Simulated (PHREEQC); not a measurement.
HCl is added in steps, without added water, to 1 kg of water holding 0.0063 mol/kgw NiSO4, 0.0003 mol/kgw Na2SO4 and 0.017 mol/kgw NiCl2, at 20 °C. O2 is buffered at 0.21 atm. CO2 from the air is kept out. Only these solids could form: Ni(OH)2, Ni4(OH)6SO4, Halite, Mirabilite, Morenosite.

Base run: PHREEQC, ion-association model, wateq4f.dat. Each further column changes one thing. The table gives HSO4- (mol/kgw).

```
HCl added (mol)      base  NiSO4 from 0.0063 to 0.00063 mol/kgw  temperature from 20 to 60 °C  Na2SO4 from 0.0003 to 0.0015 mol/kgw  no solid may form
---------------  --------  ------------------------------------  ----------------------------  ------------------------------------  -----------------
0                 1.59e-7                               2.40e-8                       1.19e-6                               1.84e-7            1.59e-7
0.00045           6.01e-5                               1.03e-5                      0.000117                               6.95e-5            6.01e-5
0.000675          8.97e-5                               1.54e-5                      0.000174                              0.000104            8.97e-5
0.001125         0.000148                               2.54e-5                      0.000286                              0.000172           0.000148
0.001575         0.000206                               3.51e-5                      0.000395                              0.000238           0.000206
0.0018           0.000234                               3.99e-5                      0.000449                              0.000271           0.000234
0.00225          0.000290                               4.94e-5                      0.000554                              0.000337           0.000290
0.0027           0.000346                               5.86e-5                      0.000655                              0.000401           0.000346
0.002925         0.000373                               6.32e-5                      0.000705                              0.000432           0.000373
0.003375         0.000427                               7.21e-5                      0.000803                              0.000495           0.000427
0.003825         0.000480                               8.09e-5                      0.000898                              0.000557           0.000480
0.00405          0.000506                               8.53e-5                      0.000945                              0.000587           0.000506
0.0045           0.000558                               9.38e-5                       0.00104                              0.000648           0.000558
```

 Constants without temperature data keep their 25 °C values here.
